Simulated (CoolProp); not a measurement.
m-xylene along the isotherm 620 K: Z from the reference equation and from simpler models built on Tc = 616.9 K, pc = 3.535 MPa, ω = 0.326; each cubic takes its own stable root.

The numbers come from the reference Helmholtz-energy equation of state, Zhou 2012 in CoolProp.

```csv
p (MPa),phase,reference
3.53,gas,0.4239
7.07,supercritical,0.2933
10.6,supercritical,0.4080
14.1,supercritical,0.5188
17.7,supercritical,0.6296
21.2,supercritical,0.7349
24.7,supercritical,0.8380
28.3,supercritical,0.9422
31.8,supercritical,1.042
35.3,supercritical,1.140
```

Problem. How far does each simpler model (van der Waals, Peng-Robinson) lie from the reference over these 10 states: mean and median of the absolute difference, and the worst?

Solution. 
- van der Waals: mean 40.8 %, median 43.2 %, worst +46.6 % at 620 K and 7.07 MPa
- Peng-Robinson: mean 2.3 %, median 1.6 %, worst +8.3 % at 620 K and 7.07 MPa
